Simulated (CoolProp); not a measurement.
Fluorine along the isotherm -111.15 °C: fugacity coefficient from the reference equation and from simpler models built on Tc = -128.7 °C, pc = 5.240 MPa, ω = 0.045; each cubic takes its own stable root.

Computed with CoolProp (reference Helmholtz-energy equation of state, de Reuck 1990).

```
p (MPa)          phase  reference
-------  -------------  ---------
0.873              gas     0.9623
1.75               gas     0.9245
2.62               gas     0.8872
3.49               gas     0.8503
4.37               gas     0.8134
5.24     supercritical     0.7773
6.11     supercritical     0.7417
6.99     supercritical     0.7060
7.86     supercritical     0.6712
```

Task: How far does each simpler model (Soave-Redlich-Kwong, Peng-Robinson) lie from the reference over these 9 states: mean and median of the absolute difference, and the worst?

Result: 
- Soave-Redlich-Kwong: mean 0.5 %, median 0.5 %, worst -0.6 % at -111.15 °C and 5.24 MPa
- Peng-Robinson: mean 3.0 %, median 3.2 %, worst -4.7 % at -111.15 °C and 7.86 MPa
